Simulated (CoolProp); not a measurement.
Saturation properties of R11 (Tc = 198.0 °C, pc = 4.408 MPa, ω = 0.189).

The numbers come from the reference Helmholtz-energy equation of state, Jacobsen 1992 in CoolProp.

```csv
T (°C),p (MPa),liquid density (kg/m³),vapour density (kg/m³),liquid cp (kJ/(kg K))
32.85,0.1385,1457,7.835,0.8887
44.15,0.1983,1430,10.96,0.9012
55.35,0.2754,1401,14.94,0.9149
66.65,0.3743,1371,20.00,0.9304
77.95,0.4979,1340,26.33,0.9479
89.15,0.6483,1308,34.07,0.9675
100.45,0.8319,1274,43.68,0.9904
111.75,1.051,1238,55.45,1.018
```

It boils at 23.7 °C under 1 atm.
